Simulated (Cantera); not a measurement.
Charge: 1 mol SiCl4, 0.023 mol C3H8, 110 mol H2, equilibrated at 340 Pa.

Method: chemical equilibrium by Gibbs-energy minimisation in Cantera with the NASA 1993 tables (ideal gas, pure condensed phases). Candidate condensed phases: C, C6H6, C7H8, C8H18, Si, SiC; 109 gas species. Mutual solubility and eutectic melting of coexisting phases are not modelled. Equilibrium is a limit: real reactors are often held back by kinetics, nucleation or transport.

Over these rows the condensed part is Si(s) + SiC(s). Partial pressures as log10 of bar:

| T (K) | 1000/T (1/K) | log p SiCl4 | log p H2 | log p HCl |
|---|---|---|---|---|
| 1150 | 0.8696 | -6.24 | -2.48 | -3.99 |
| 1200 | 0.8333 | -6.75 | -2.48 | -3.98 |
| 1250 | 0.8000 | ? | -2.48 | -3.98 |
| 1300 | 0.7692 | -7.69 | -2.48 | -3.99 |
| 1350 | 0.7407 | -8.11 | -2.48 | -3.99 |
| 1400 | 0.7143 | -8.50 | -2.48 | -3.99 |

Task: Fit log p(SiCl4) = a + b·(1000/T) to the five rows, give the apparent enthalpy, and predict the row at 1250 K.

Result: Means: 1000/T = 0.7854, log p = -7.458. Sxy = 0.243458, Sxx = 0.0166998, so b = 14.58 and a = -7.458 − (14.58)×0.7854 = -18.91.
Apparent enthalpy: −19.145 × (14.58) = -279 kJ/mol. With the condensed phases at unit activity, Si(s) + 4 HCl(g) = SiCl4(g) + 2 H2(g) links this pressure to the main gases: over the six rows their terms move log p by +0.00 in all, so the slope is close to that reaction's ΔH°. The five rows lie within 0.01 of the line.
Prediction at 1250 K: -18.91 + (14.58)×0.8000 = -7.25. The computed value is -7.23, 0.02 from the line.
